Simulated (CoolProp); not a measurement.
Vapour-liquid equilibrium of methanol (1) + m-xylene (2) at 3.13 bar; x and y are mole fractions of (1).

Values from CoolProp's multi-fluid Helmholtz-energy mixture model, de Reuck 1993 and Zhou 2012; pair parameters Bell 2016.

```json
[
 {"x": "0.05", "bubble temperature, mixture model (°C)": "144.9", "bubble temperature, Raoult's law (°C)": "169.5", "y, mixture model": "0.614", "y, Raoult's law": "0.347"},
 {"x": "0.125", "bubble temperature, mixture model (°C)": "120.1", "bubble temperature, Raoult's law (°C)": "152.9", "y, mixture model": "0.810", "y, Raoult's law": "0.596"},
 {"x": "0.2", "bubble temperature, mixture model (°C)": "110.8", "bubble temperature, Raoult's law (°C)": "141.5", "y, mixture model": "0.861", "y, Raoult's law": "0.724"},
 {"x": "0.275", "bubble temperature, mixture model (°C)": "106.6", "bubble temperature, Raoult's law (°C)": "133.0", "y, mixture model": "0.880", "y, Raoult's law": "0.801"},
 {"x": "0.35", "bubble temperature, mixture model (°C)": "104.6", "bubble temperature, Raoult's law (°C)": "126.3", "y, mixture model": "0.890", "y, Raoult's law": "0.852"},
 {"x": "0.425", "bubble temperature, mixture model (°C)": "103.5", "bubble temperature, Raoult's law (°C)": "120.8", "y, mixture model": "0.895", "y, Raoult's law": "0.889"},
 {"x": "0.5", "bubble temperature, mixture model (°C)": "102.7", "bubble temperature, Raoult's law (°C)": "116.1", "y, mixture model": "0.900", "y, Raoult's law": "0.916"},
 {"x": "0.575", "bubble temperature, mixture model (°C)": "102.0", "bubble temperature, Raoult's law (°C)": "112.1", "y, mixture model": "0.904", "y, Raoult's law": "0.937"},
 {"x": "0.65", "bubble temperature, mixture model (°C)": "101.3", "bubble temperature, Raoult's law (°C)": "108.5", "y, mixture model": "0.910", "y, Raoult's law": "0.954"},
 {"x": "0.725", "bubble temperature, mixture model (°C)": "100.4", "bubble temperature, Raoult's law (°C)": "105.4", "y, mixture model": "0.918", "y, Raoult's law": "0.967"},
 {"x": "0.8", "bubble temperature, mixture model (°C)": "99.4", "bubble temperature, Raoult's law (°C)": "102.5", "y, mixture model": "0.930", "y, Raoult's law": "0.978"},
 {"x": "0.875", "bubble temperature, mixture model (°C)": "98.2", "bubble temperature, Raoult's law (°C)": "100.0", "y, mixture model": "0.949", "y, Raoult's law": "0.988"},
 {"x": "0.95", "bubble temperature, mixture model (°C)": "97.0", "bubble temperature, Raoult's law (°C)": "97.6", "y, mixture model": "0.976", "y, Raoult's law": "0.995"}
]
```

The largest gap from Raoult's law is -32.8 K in bubble temperature, at x = 0.125. No azeotrope shows between x = 0.05 and 0.95.

The pair parameters rest on a limited set of measurements; away from them the model extrapolates. With so large a gap from Raoult's law the liquid may split in two, which this calculation doesn't test in full.
